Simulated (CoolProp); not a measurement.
A closed Brayton cycle with nitrogen: compressor inlet 311.15 K and 5.1 MPa, high pressure 9.35 MPa, turbine inlet 915 K, compressor efficiency 0.89, turbine efficiency 0.85, recuperator effectiveness 0.95 (on enthalpy, no pinch check). Each further row changes one setting.

The numbers come from the reference Helmholtz-energy equation of state, Span 2000 in CoolProp.

```tsv
case	thermal efficiency (%)	net work (kJ/kg)	compressor to turbine work	compressor exit (K)	turbine exit (K)
as stated	39.4	63.1	0.52	378.3	801.1
turbine inlet 865 K	37.2	55.9	0.56	378.3	756.2
compressor inlet 321.15 K	38.2	60.7	0.54	390.4	801.1
high pressure 7.95 MPa	38.6	49.5	0.50	359.2	830.1
recuperator effectiveness 0.5	17.1	63.1	0.52	378.3	801.1
```
